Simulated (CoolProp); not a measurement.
Vapour-liquid equilibrium of ethanol (1) + isohexane (2) at 15.9 bar; x and y are mole fractions of (1).

Values from CoolProp's multi-fluid Helmholtz-energy mixture model, Schroeder 2014 and Lemmon 2006; pair parameters Bell 2016.

Q: Give the bubble temperature and the first vapour's composition at x = 0.05, 0.2, 0.35. Is there an azeotrope?

A: x = 0.05: 448.6 K, y = 0.113; x = 0.2: 436.9 K, y = 0.328; x = 0.35: 432.5 K, y = 0.443. y crosses x between x = 0.5 and 0.65: the model has an azeotrope there.

Pair parameters are fitted to limited data, so mixtures are less certain than the pure fluids.
